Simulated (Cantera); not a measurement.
Charge: 1 mol C₂F₆, 0.0072 mol CH₄, equilibrated at 1.20 Pa.

Equilibrium computed with Cantera from the NASA thermochemical tables; the gas is ideal and each condensed phase is pure. Candidate condensed phases: C, C₆H₆, C₇H₈, C₈H₁₈; 110 gas species. Ions and electrons are included (thermal ionisation). The feed counts by its element totals alone. Equilibrium is a limit: real reactors are often held back by kinetics, nucleation or transport. All values below are at 3500 K.

Base state: F 0.747, C 0.249, H 0.00358, C₂ 0.000276, CF 0.000209, e- 2.26e-5, C+ 1.77e-5 (mole fractions); condensed: gas only.

What changes in the equilibrium state with this change: pressure from 1.20 Pa to 78.0 Pa?


```tsv
species	before	after
F	0.747	0.762
C	0.249	0.205
C₂	0.000276	0.0122
CF	0.000209	0.0114
CF₂	4.87e-9	1.76e-5
C₃	2.48e-6	0.00587
HF	6.82e-6	0.000416
C+	1.77e-5	5.18e-7
```

What changes in the equilibrium state with this change: CH₄ from 0.0072 to 0.29 mol?


```
species    before     after
-------  --------  --------
F           0.747     0.635
C           0.249     0.242
H         0.00358     0.123
HF        6.82e-6  0.000199
CF       0.000209  0.000172
C₂       0.000276  0.000260
e-        2.26e-5   2.19e-5
```
